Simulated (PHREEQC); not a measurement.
Solution (20 °C): 36 mmol/kgw NaH2PO4, 26 mmol/kgw NH3 and 1.7 mmol/kgw KCl. Closed to the air; pH follows from the charge balance.

All values are PHREEQC results (ion-association model, phreeqc.dat), not measurements.

This is a speciation only: nothing precipitates in the calculation.

Task: What pH, density does the model give?

Result: pH 7.31; density 1.002 g/cm³.

Task: In which forms is K present?

Result: K+ 98 %, KHPO4- 1.8 % of the K.
